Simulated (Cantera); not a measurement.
Adiabatic ignition

An adiabatic, constant-pressure homogeneous reactor starts with 14.8 % CO, 0.503 % H2, 4.15 % CH4, 14.5 % O2, 54.5 % N2, 11.6 % CO2, equivalence ratio 1.1, at 1575 K and 0.310 bar.

Cantera simulation using GRI-Mech 3.0 (53 species, 325 reactions); the numbers are that mechanism's predictions, not measurements.

```tsv
t (s)	T (K)	x CO	x H2	x CH4	x H2O	x NO
6.00e-6	1575	0.148	0.00503	0.0415	1.17e-7	<1e-12
1.63e-5	1575	0.148	0.00503	0.0415	7.28e-7	<1e-12
4.45e-5	1575	0.148	0.00504	0.0415	3.32e-6	<1e-12
0.000121	1575	0.148	0.00504	0.0414	1.59e-5	<1e-12
0.000330	1575	0.148	0.00504	0.0413	0.000123	1.57e-12
0.000899	1657	0.151	0.0112	0.0268	0.0128	2.94e-9
0.00245	2344	0.120	0.00776	<1e-12	0.0681	0.000220
0.00667	2540	0.105	0.00602	<1e-12	0.0741	0.00166
0.0182	2556	0.103	0.00587	<1e-12	0.0748	0.00512
0.0495	2553	0.103	0.00589	<1e-12	0.0750	0.00779
0.135	2552	0.103	0.00590	<1e-12	0.0750	0.00805
0.367	2552	0.103	0.00590	<1e-12	0.0750	0.00805
1.00	2552	0.103	0.00590	<1e-12	0.0750	0.00805
```
x: mole fraction; the columns are a selection and need not sum to one.

```
Item                                                                 Value
---------------------------------  ---------------------------------------
time of steepest temperature rise                                 0.968 ms
temperature at 1.00 s                                               2552 K
equilibrium temperature                                             2552 K
x(CO) at 1.00 s                        0.103 (gas-phase equilibrium 0.103)
x(H2) at 1.00 s                    0.00590 (gas-phase equilibrium 0.00590)
x(CH4) at 1.00 s                     <1e-12 (gas-phase equilibrium <1e-12)
```
